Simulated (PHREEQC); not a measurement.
Na2SO4 is added in steps, without added water, to 1 kg of water holding 0.053 mol/kgw KHCO3 and 0.16 mol/kgw NaHCO3, at 20 °C. Oxygen is held at 0.21 atm. No CO2 enters from the air. Only these solids could form: Mirabilite, Nahcolite, Natron.

Base run: PHREEQC, ion-association model, wateq4f.dat. Each further column changes one thing. The table gives NaSO4- (mol/kgw).

```
Na2SO4 added (mol)     base  Debye-Hückel limiting law  database phreeqc.dat  Davies equation for every ion
------------------  -------  -------------------------  --------------------  -----------------------------
0                         0                          0                     0                              0
0.01375             0.00243                          …               0.00244                        0.00259
0.02292             0.00424                    0.00172               0.00426                        0.00457
0.03667             0.00724                    0.00266               0.00728                        0.00793
0.05042              0.0105                    0.00352                0.0106                              …
0.05958              0.0129                          …                0.0129                         0.0145
0.07333              0.0166                    0.00475                0.0167                         0.0189
0.08708              0.0205                    0.00538                0.0207                              …
0.09625              0.0233                    0.00575                0.0234                              …
0.11                 0.0276                          …                0.0278                         0.0327
```

Question: Fill in the missing entries.

Answer: 
- 0.01375, Debye-Hückel limiting law: 0.00105
- 0.05042, Davies equation for every ion: 0.0117
- 0.05958, Debye-Hückel limiting law: 0.00404
- 0.08708, Davies equation for every ion: 0.0238
- 0.09625, Davies equation for every ion: 0.0272
- 0.11, Debye-Hückel limiting law: 0.00624

 phreeqc.dat and wateq4f.dat share most of their constants, so their agreement is no independent check.
